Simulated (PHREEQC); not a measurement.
Na2HPO4 is added in steps, without added water, to 1 kg of water holding 0.0034 mol CsOH, at 50 °C. Oxygen is held at 0.21 atm. The system is closed to CO2. No solid was allowed to form.

Base run: PHREEQC, ion-association model, wateq4f.dat. Each further column changes one thing. The table gives PO4-3 (mol/kgw).

```
Na2HPO4 added (mol)      base  metal-ligand complexes left out  Davies equation for every ion  Debye-Hückel limiting law
-------------------  --------  -------------------------------  -----------------------------  -------------------------
0                           0                                0                              0                          0
0.00085               5.04e-5                          5.05e-5                        5.08e-5                    5.26e-5
0.0017               0.000104                         0.000105                       0.000106                   0.000111
0.00255              0.000161                         0.000162                       0.000163                   0.000174
0.0034               0.000219                         0.000220                       0.000222                   0.000239
0.00425              0.000277                         0.000280                       0.000283                   0.000308
0.0051               0.000336                         0.000340                       0.000343                   0.000378
0.00595              0.000395                         0.000400                       0.000404                   0.000449
0.0068               0.000453                         0.000459                       0.000464                   0.000522
```

H3PO4, which wateq4f.dat lacks, is added to it with the constant of phreeqc.dat. Away from 25 °C the constants follow the database's enthalpies or fits; those with neither stay at their 25 °C values.
